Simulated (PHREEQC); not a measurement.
A solution holds 0.028 mol/kgw FeCl2, at 20 °C. It is in equilibrium with CO2 at log p = -3.4 (atm). Otherwise closed; pH follows from the charge balance.

Equilibrium calculation in PHREEQC: ion-association model, phreeqc.dat.

Precipitation was switched off in this run.

What pH, specific conductance, density does the model give?

pH 5.38; specific conductance 5020 µS/cm; density 1.001 g/cm³.

In which forms is Fe present?

Fe+2 97 %, FeCl+ 3.1 % of the Fe.
